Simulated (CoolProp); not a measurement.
The fluoroketone C6F12O (FK-5-1-12) at several states: Z from the reference equation and from simpler models built on Tc = 441.8 K, pc = 1.869 MPa, ω = 0.471; each cubic takes its own stable root.

Model: reference Helmholtz-energy equation of state, McLinden 2015, in CoolProp.

| T (K) | p (MPa) | phase | reference |
|---|---|---|---|
| 179.9 | 8.87 | liquid | 0.9648 |
| 445.4 | 0.882 | gas | 0.8204 |
| 361.3 | 0.138 | gas | 0.9434 |
| 389.3 | 0.373 | gas | 0.8773 |
| 362.2 | 0.738 | liquid | 0.05575 |

Task: How far does each simpler model (van der Waals, Soave-Redlich-Kwong) lie from the reference over these 5 states: mean and median of the absolute difference, and the worst?

Result: 
- van der Waals: mean 268.4 %, median 4.1 %, worst +1263.0 % at 362.2 K and 0.738 MPa
- Soave-Redlich-Kwong: mean 5.2 %, median 0.6 %, worst +13.4 % at 179.9 K and 8.87 MPa

At some of these states van der Waals gives the other phase, because its saturation line lies elsewhere.
